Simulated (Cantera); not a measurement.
Charge: 1 mol HMDSO, 0.14 mol CO2, 4.9 mol N2, held at 32.0 mbar.

Equilibrium computed with Cantera from the NASA thermochemical tables; the gas is ideal and each condensed phase is pure. Candidate condensed phases: C, C6H6, C7H8, C8H18, H2O, Si, SiC, SiO2, Si2N2O, Si3N4; 151 gas species. The feed counts by its element totals alone. N2 is the only nitrogen source here; it is nearly inert below about 1500 K, so the nitride shown seldom forms there in practice. Mutual solubility and eutectic melting of coexisting phases are not modelled. Kinetics and transport are ignored.

x: gas mole fraction; n: condensed amount in mol.

| T (°C) | x H2 | x N2 | x CH4 | x CO | x NH3 | n C(graphite) | n SiO2(α-quartz) | n Si2N2O(s) | n SiO2(β-quartz) |
|---|---|---|---|---|---|---|---|---|---|
| 475 | 0.636 | 0.321 | 0.0430 | 1.82e-6 | 4.81e-5 | 5.60 | 0.187 | 0.907 | 0 |
| 525 | 0.667 | 0.313 | 0.0198 | 1.11e-5 | 2.98e-5 | 5.89 | 0.187 | 0.907 | 0 |
| 575 | 0.680 | 0.310 | 0.00949 | 5.44e-5 | 1.89e-5 | 6.02 | 0 | 0.907 | 0.186 |
| 625 | 0.686 | 0.309 | ? | ? | ? | 6.07 | 0 | 0.908 | 0.185 |
| 675 | 0.689 | 0.308 | 0.00261 | 0.000784 | 8.49e-6 | 6.10 | 0 | 0.910 | 0.180 |
| 725 | 0.690 | 0.306 | 0.00148 | 0.00243 | 5.98e-6 | 6.09 | 0 | 0.917 | 0.165 |
| 775 | 0.688 | 0.304 | 0.000885 | 0.00672 | 4.33e-6 | 6.04 | 0 | 0.936 | 0.128 |
| 825 | 0.684 | 0.298 | ? | ? | ? | 5.91 | 0 | 0.981 | ? |
| 875 | 0.682 | 0.296 | 0.000354 | 0.0212 | 2.42e-6 | 5.86 | 0 | 1.00 | 0 |

Problem. Fill in the missing entries.

Solution. 
- 825, x CH4: 0.000547
- 825, x CO: 0.0169
- 825, x NH3: 3.18e-6
- 825, n SiO2(β-quartz): 0.0385
- 625, x CH4: 0.00483
- 625, x CO: 0.000223
- 625, x NH3: 1.24e-5
